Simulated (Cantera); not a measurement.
Feed: 1 mol CF₄, 2 mol HCl, 0.069 mol H₂, held at 650 °C and 24.0 Torr.

These are equilibrium values from Cantera (NASA tables, ideal gas, pure condensed phases), not measurements of a reactor. Candidate condensed phases: C, C₆H₆, C₇H₈, C₈H₁₈; 118 gas species. Gases not in the tables: C₂F₆ and larger saturated fluorocarbons. Rates play no part.

Base state: HCl 0.463, CF₄ 0.254, HF 0.200, Cl₂ 0.0743, CClF₃ 0.00785, CCl₂F₂ 0.000345, Cl 0.000171, CCl₃F 1.59e-5 (mole fractions); condensed: C(graphite).

Problem. What changes in the equilibrium state with this change: temperature from 650 °C to 1675 °C?

Solution. 
```json
[
 {"species": "HF", "before": "0.200", "after": "0.456"},
 {"species": "Cl", "before": "0.000171", "after": "0.396"},
 {"species": "CF₄", "before": "0.254", "after": "0.0977"},
 {"species": "HCl", "before": "0.463", "after": "0.0159"},
 {"species": "CF₂", "before": "<1e-9", "after": "0.0125"},
 {"species": "Cl₂", "before": "0.0743", "after": "0.0139"},
 {"species": "F", "before": "<1e-9", "after": "0.00502"},
 {"species": "CF₃", "before": "<1e-9", "after": "0.000836"},
 {"species": "ClF", "before": "3.48e-9", "after": "0.000325"},
 {"species": "C(graphite), mol", "before": "0.154", "after": "0.492"}
]
```

Problem. What changes in the equilibrium state with this change: CF₄ replaced by C₂F₆?

Solution. 
```csv
species,before,after
HCl,0.463,0.386
CF₄,0.254,0.348
HF,0.200,0.187
Cl₂,0.0743,0.0695
CClF₃,0.00785,0.00960
CCl₂F₂,0.000345,0.000378
Cl,0.000171,0.000165
"C(graphite), mol",0.154,0.664
```
The feed counts by its element totals alone.
